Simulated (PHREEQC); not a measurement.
A solution holds 0.038 mol H3PO4 per kg of water, at 55 °C. Closed to the air; pH follows from the charge balance.

Model: ion-association model, phreeqc.dat, run in PHREEQC.

```
quantity                   before    after
------------------------  -------  -------
ionic strength (mol/kgw)   0.0125  0.00805
H3PO4 (mol/kgw)            0.0255   0.0109
H2PO4- (mol/kgw)           0.0125  0.00805
HPO4-2 (mol/kgw)          1.14e-7  1.06e-7
```

Question: Which change was made?
(A) H3PO4 from 0.038 to 0.0418 mol/kgw
(B) H3PO4 replaced by K2HPO4 at the same molality
(C) diluted 2-fold with water
(D) temperature from 55 to 25 °C
(E) H3PO4 replaced by Na2HPO4 at the same molality

Answer: C, diluted 2-fold with water

Precipitation was switched off in this run. At this temperature some constants are extrapolated from 25 °C, and those without enthalpy data are left unchanged.
